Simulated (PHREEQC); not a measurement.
Make-up at 93 °C: 0.00098 mol NH4HS, 0.2 mol NaCl and 0.2 mol MnCl2 per kg of water. Closed to the air; pH follows from the charge balance.

All values are PHREEQC results (ion-association model, wateq4f.dat), not measurements.

Task: The ionic strength comes out as 0.679 mol/kgw. What activity coefficients do OH-, Cl-, MnCl+, MnOH+, Na+ get?

Result: OH- 0.57, Cl- 0.58, MnCl+ 0.63, MnOH+ 0.63, Na+ 0.66.

This is a speciation only: nothing precipitates in the calculation. Species that the database lacks are ignored. Constants without temperature data keep their 25 °C values here. The polysulfide entries of wateq4f.dat were taken out for this run.
